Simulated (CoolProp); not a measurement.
The fluid at 453.28 K and 3.35 MPa flows at 0.24 m/s in a round tube of 2 mm bore and 15 µm roughness, fully developed (64/Re and Nu = 3.66 if laminar; Colebrook and Gnielinski if turbulent). The same conditions are run with several fluids, on thermodynamics alone (safety and materials aside).

Computed with CoolProp (reference Helmholtz-energy equation of state of each fluid (methane: Setzmann 1991; R152A: Outcalt 1996; CF4 (R14): Platzer 1990; propane: Lemmon 2009)). The equations of Platzer and Polt are older, rougher fits.

Rank methane, R152A, CF4 (R14), propane by Reynolds number, highest first.

R152A (1940), propane (1650), CF4 (R14) (1500), methane (427)

```tsv
fluid	Darcy friction factor	pressure drop (Pa/m)	heat-transfer coefficient (W/(m² K))	mass flow (kg/h)
methane	0.150	31.0	112	0.0389
R152A	0.0331	33.4	58.8	0.191
CF4 (R14)	0.0426	48.4	53.4	0.214
propane	0.0387	25.5	78.6	0.124
```

Transport values come from each fluid's own correlations; those of R152A, CF4 (R14) are estimates that may be off by 10 % or more.
